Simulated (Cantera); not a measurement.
Reactions in the system H-Nb-O

Source: NASA polynomial tables (part measured, part estimated), evaluated in Cantera. Values are per mole of reaction as written; species without (g) are pure solids or liquids, kept so even where they would boil at 1 bar.

4 OH(g) + Nb → 2 H2O(g) + NbO2(g)

```
T (K)  ΔH° (kJ)  ΔS° (J/K)  ΔG° (kJ)  log10 K
-----  --------  ---------  --------  -------
498      -846.6     -135.4    -779.2    81.73
573      -848.3     -138.5    -768.9    70.09
648      -849.7     -140.8    -758.4    61.14
723      -851.0     -142.7    -747.8    54.03
798      -852.1     -144.2    -737.0    48.24
873      -853.2     -145.5    -726.2    43.45
948      -854.2     -146.6    -715.2    39.41
1023     -855.2     -147.6    -704.2    35.96
1098     -856.1     -148.4    -693.1    32.97
1173     -856.9     -149.2    -681.9    30.37
```
